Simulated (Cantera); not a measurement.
Input: 1 mol SiHCl₃, 52 mol N₂, 0.73 mol H₂, equilibrated at 1200 K and 0.133 bar.

These are equilibrium values from Cantera (NASA tables, ideal gas, pure condensed phases), not measurements of a reactor. Candidate condensed phases: NH₄Cl, Si, Si₃N₄; 28 gas species. N₂ is the only nitrogen source here; it is nearly inert below about 1500 K, so the nitride shown seldom forms there in practice. The tables' values for SiCl₃ are old estimates; treat these amounts as uncertain. Kinetics and transport are ignored.

Base state: N₂ 0.954, HCl 0.0354, H₂ 0.00510, SiCl₄ 0.00495, SiCl₃ 0.000110, SiCl₂ 2.13e-5, SiHCl₃ 1.94e-5 (mole fractions); condensed: Si₃N₄(s).

What changes in the equilibrium state with this change: SiHCl₃ replaced by SiF₄?


| species | before | after |
|---|---|---|
| N₂ | 0.954 | 0.968 |
| SiF₄ | 0 | 0.0185 |
| H₂ | 0.00510 | 0.0134 |
| HCl | 0.0354 | 0 |
| SiCl₄ | 0.00495 | 0 |
| HF | 0 | 0.000258 |
| Si₃N₄(s), mol | 0.242 | 0.000796 |
The tables' values for SiF₃ are old estimates; treat these amounts as uncertain.

What changes in the equilibrium state with this change: H₂ from 0.73 to 6.4 mol?


```
species          before    after
-------------  --------  -------
N₂                0.954    0.859
H₂              0.00510   0.0905
HCl              0.0354   0.0499
SiCl₄           0.00495  6.70e-5
SiCl₃          0.000110  4.43e-6
SiCl₂           2.13e-5  2.57e-6
SiHCl₃          1.94e-5  3.30e-6
Si₃N₄(s), mol     0.242    0.332
```
